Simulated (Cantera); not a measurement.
A closed system holds: 1 mol SiHCl3, 4.4 mol HCl, 75 mol N2, at 1330 Pa.

Equilibrium computed with Cantera from the NASA thermochemical tables; the gas is ideal and each condensed phase is pure. Candidate condensed phases: NH4Cl, Si, Si3N4; 28 gas species. N2 is the only nitrogen source here; it is nearly inert below about 1500 K, so the nitride shown seldom forms there in practice. The numbers say what is thermodynamically allowed, not how fast it happens.

Task: Which condensed phases are stable at each of these points (T (K)): 1050, 1100, 1150, 1200, 1250, 1300, 1350, 1400, 1450?

Result: 
```tsv
T (K)	condensed phases	Si condensed (%)
1050	Si3N4(s)	21.4
1100	Si3N4(s)	22.5
1150	Si3N4(s)	23.2
1200	Si3N4(s)	23.1
1250	Si3N4(s)	21.3
1300	Si3N4(s)	16.3
1350	Si3N4(s)	5.7
1400	gas only	0.0
1450	gas only	0.0
```

From 1050 K to 1350 K the condensed part is Si3N4(s). From 1400 K to 1450 K nothing is condensed.
